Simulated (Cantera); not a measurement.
## Hydrogen reduction and annealing atmospheres: Cu2O + H2 + N2

Charge: 1 mol Cu2O, a varied amount of H2, 2.1 mol N2, equilibrated at 100000 Pa.

Equilibrium computed with Cantera from the NASA thermochemical tables; the gas is ideal and each condensed phase is pure. Candidate condensed phases: Cu, CuO, Cu(OH)2, Cu2O, H2O; 27 gas species. Kinetics and transport are ignored.

Stable condensed phases:

```
T in K \ n(H2) in mol
          140  190  260  340  460  610  820 1100 1500 2000
   2073     A    A    B    B    B    B    B    B    B    B
   1923     A    A    A    A    A    A    A    B    B    B
   1773     A    A    A    A    A    A    A    A    A    A
   1623     A    A    A    A    A    A    A    A    A    A
   1473     A    A    A    A    A    A    A    A    A    A
   1323     A    A    A    A    A    A    A    A    A    A
   1173     A    A    A    A    A    A    A    A    A    A
   1023     A    A    A    A    A    A    A    A    A    A
    873     A    A    A    A    A    A    A    A    A    A
    723     A    A    A    A    A    A    A    A    A    A
```

A: Cu; B: gas only.
